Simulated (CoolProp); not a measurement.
Vapour-liquid equilibrium of R22 (1) + R11 (2) at 305.5 K; x and y are mole fractions of (1).

Values from CoolProp's multi-fluid Helmholtz-energy mixture model, Kamei 1995 and Jacobsen 1992; pair parameters Bell 2016.

### Question
Give the bubble pressure and the first vapour's composition at x = 0.15, 0.25, 0.85. Is there an azeotrope?

### Answer
x = 0.15: 359.8 kPa, y = 0.651; x = 0.25: 483.9 kPa, y = 0.757; x = 0.85: 1093 kPa, y = 0.964. No azeotrope shows between x = 0.05 and 0.95.

The pair parameters rest on a limited set of measurements; away from them the model extrapolates.
